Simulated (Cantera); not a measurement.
A closed system holds: 1 mol CH4, 0.018 mol NH3, 5 mol H2, held at 1275 K and 5.00 bar.

These are equilibrium values from Cantera (NASA tables, ideal gas, pure condensed phases), not measurements of a reactor. Candidate condensed phases: C, C6H6, C7H8, C8H18; 92 gas species. Kinetics and transport are ignored.

Base state: H2 0.956, CH4 0.0424, N2 0.00132, NH3 2.33e-5 (mole fractions); condensed: C(graphite).

Q: What changes in the equilibrium state with this change: temperature from 1275 K to 2448 K?

A: 
```tsv
species	before	after
H2	0.956	0.980
H	3.22e-7	0.00881
C2H2 (acetylene)	3.67e-7	0.00847
CH4	0.0424	0.000785
C4H2	<1e-9	3.02e-5
HNC	4.13e-8	0.000152
C(graphite), mol	0.714	0.861
```
